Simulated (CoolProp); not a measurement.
Saturation properties of R236EA.

Computed with CoolProp (reference Helmholtz-energy equation of state, Rui 2013).

```
T (°C)  p (MPa)  liquid cp (kJ/(kg K))  liquid viscosity (µPa s)
------  -------  ---------------------  ------------------------
-21.95  0.02749                  1.213                       816
-19.55  0.03116                  1.214                       778
-17.25  0.03504                  1.215                       745
-14.95  0.03930                  1.216                       714
-12.65  0.04397                  1.218                       685
-10.35  0.04908                  1.219                       657
-8.05   0.05465                  1.221                       632
-5.75   0.06072                  1.223                       608
-3.45   0.06732                  1.224                       585
-1.05   0.07479                  1.227                       563
1.25    0.08256                  1.229                       542
3.55    0.09095                  1.231                       523
```

It boils at 6.2 °C under 1 atm.

Viscosity comes from a separate model (Huber 2003), an estimate that may be off by 10 % or more.
